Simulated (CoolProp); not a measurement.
Neopentane at 298.15 K and 0.138 MPa is throttled through a valve to 0.0748 MPa with no heat exchange. Each further row changes one setting.

Values from CoolProp's reference Helmholtz-energy equation of state, Lemmon 2006. It is a short technical equation, of lower accuracy than the large ones.

| case | temperature change (K) | final density (kg/m³) |
|---|---|---|
| as stated | ? | ? |
| outlet pressure 0.0224 MPa | ? | ? |
| outlet pressure 0.0972 MPa | ? | ? |

Task: What belongs in the gaps?

Result: 
- as stated, temperature change (K): -1.6
- as stated, final density (kg/m³): 2.25
- outlet pressure 0.0224 MPa, temperature change (K): -2.9
- outlet pressure 0.0224 MPa, final density (kg/m³): 0.664
- outlet pressure 0.0972 MPa, temperature change (K): -1.1
- outlet pressure 0.0972 MPa, final density (kg/m³): 2.94
